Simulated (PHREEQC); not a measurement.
Make-up at 25 °C: 0.012 mol/kgw K2CO3 and 0.17 mol/kgw KNO3. Closed to the air; pH follows from the charge balance.

The numbers come from PHREEQC with the ion-association model, wateq4f.dat.

Task: The ionic strength comes out as 0.205 mol/kgw. What activity coefficients do OH-, HCO3-, CO3-2, NO3-, K+ get?

Result: OH- 0.70, HCO3- 0.74, CO3-2 0.31, NO3- 0.69, K+ 0.71.

This is a speciation only: nothing precipitates in the calculation.
